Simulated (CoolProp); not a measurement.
A closed Brayton cycle with dry air: compressor inlet 324.15 K and 7.6 MPa, high pressure 19.2 MPa, turbine inlet 880 K, compressor efficiency 0.89, turbine efficiency 0.93, recuperator effectiveness 0.95 (on enthalpy, no pinch check). Each further row changes one setting.

Model: reference Helmholtz-energy equation of state, Lemmon 2000, in CoolProp. It is a pseudo-pure fit of the blend.

```tsv
case	thermal efficiency (%)	net work (kJ/kg)	compressor to turbine work	compressor exit (K)	turbine exit (K)
as stated	39.2	87.1	0.57	436.1	703.1
turbine inlet 830 K	36.3	75.6	0.60	436.1	661.5
compressor inlet 334.15 K	___	___	___	449.3	703.1
high pressure 16.3 MPa	40.4	___	0.54	414.1	___
recuperator effectiveness 0.5	___	87.1	0.57	436.1	703.1
```

What belongs in the gaps?


- compressor inlet 334.15 K, thermal efficiency (%): 37.7
- compressor inlet 334.15 K, net work (kJ/kg): 83.3
- compressor inlet 334.15 K, compressor to turbine work: 0.59
- high pressure 16.3 MPa, net work (kJ/kg): 77.5
- high pressure 16.3 MPa, turbine exit (K): 731.7
- recuperator effectiveness 0.5, thermal efficiency (%): 24.8
